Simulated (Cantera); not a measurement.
Feed: 1 mol CuO, 17 mol CO, 2.4 mol N2, at 1598 K and 1.33 mbar.

Equilibrium computed with Cantera from the NASA thermochemical tables; the gas is ideal and each condensed phase is pure. Candidate condensed phases: C, Cu, CuO, Cu2O; 27 gas species. The numbers say what is thermodynamically allowed, not how fast it happens.

Base state: CO 0.801, N2 0.120, CO2 0.0501, Cu 0.0290, Cu2 2.05e-5 (mole fractions); condensed: Cu(l).

Question: What changes in the equilibrium state with this change: temperature from 1598 K to 925 K?

Answer: 
```
species      before   after
----------  -------  ------
CO            0.801   0.825
N2            0.120   0.124
CO2          0.0501  0.0515
Cu           0.0290   <1e-9
Cu2         2.05e-5   <1e-9
Cu(l), mol    0.421       0
Cu(s), mol        0    1.00
```
